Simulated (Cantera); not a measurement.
A closed system holds: 1 mol SiH2Cl2, 2.4 mol N2, 2.7 mol H2, at 1475 °C and 100000 Pa.

These are equilibrium values from Cantera (NASA tables, ideal gas, pure condensed phases), not measurements of a reactor. Candidate condensed phases: NH4Cl, Si, Si3N4; 28 gas species. The tables' values for SiCl3 are old estimates; treat these amounts as uncertain. Rates play no part.

Base state: H2 0.448, N2 0.286, HCl 0.235, SiCl2 0.0226, SiCl3 0.00506, SiCl4 0.00202, SiHCl3 0.000849, H 0.000153 (mole fractions); condensed: Si3N4(s).

**Question.** What changes in the equilibrium state with this change: temperature from 1475 °C to 1750 °C?

**Answer.** 
```
species         before     after
-------------  -------  --------
H2               0.448     0.477
N2               0.286     0.307
HCl              0.235     0.137
SiCl2           0.0226    0.0736
Si             8.02e-8   4.57e-5
SiH            7.14e-8   2.03e-5
SiH2           5.06e-7   4.63e-5
SiCl           3.34e-6  0.000241
SiCl4          0.00202  0.000144
Si3N4(s), mol    0.267     0.158
```
The tables' values for SiCl3, SiCl are old estimates; treat these amounts as uncertain. Gases not in the tables: Si2H6 and higher silanes.
